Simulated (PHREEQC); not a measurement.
A solution holds 0.16 mol/kgw MgBr2, 0.00024 mol/kgw NaOH and 0.00032 mol/kgw SrBr2, at 47 °C. Closed to the air; pH follows from the charge balance.

Model: ion-association model, wateq4f.dat, run in PHREEQC.

ionic strength: 0.481 mol/kgw
activity of water: 0.992
total alkalinity: 0.240 meq/kg

| species | molality | activity | log γ |
|---|---|---|---|
| Br- | 0.321 | 0.232 | -0.141 |
| Mg+2 | 0.160 | 0.0446 | -0.554 |
| Sr+2 | 0.000320 | 7.89e-5 | -0.608 |
| Na+ | 0.000240 | 0.000168 | -0.156 |
| MgOH+ | 0.000229 | 0.000163 | -0.148 |
| OH- | 1.12e-5 | 7.02e-6 | -0.204 |
| H+ | 8.27e-9 | 6.27e-9 | -0.120 |

No solid was allowed to form. At this temperature some constants are extrapolated from 25 °C, and those without enthalpy data are left unchanged.
